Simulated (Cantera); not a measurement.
**Equilibrium for silicon carbide growth: SiH2Cl2 + CH4 + H2**

Input: 1 mol SiH2Cl2, 0.82 mol CH4, 410 mol H2, held at 1475 °C and 4.60 mbar.

Equilibrium computed with Cantera from the NASA thermochemical tables; the gas is ideal and each condensed phase is pure. Candidate condensed phases: C, C6H6, C7H8, C8H18, Si, SiC; 109 gas species. The tables' values for SiCl are old estimates; treat these amounts as uncertain. Gases not in the tables: Si2H6 and higher silanes. Equilibrium is a limit: real reactors are often held back by kinetics, nucleation or transport.

```yaml
x(H2): 0.992
x(HCl): 0.00466
x(H): 0.00335
x(Si): 0.000301
x(SiCl2): 6.95e-5
x(SiH): 2.70e-5
x(SiH2): 1.93e-5
x(Cl): 1.22e-5
x(SiCl): 1.14e-5
n(SiC(s)): 0.819 mol
gas_amount: 414.5 mol
log10 activity of Si(l) (absent): -0.02
log10 activity of C(graphite) (absent): -1.70
```
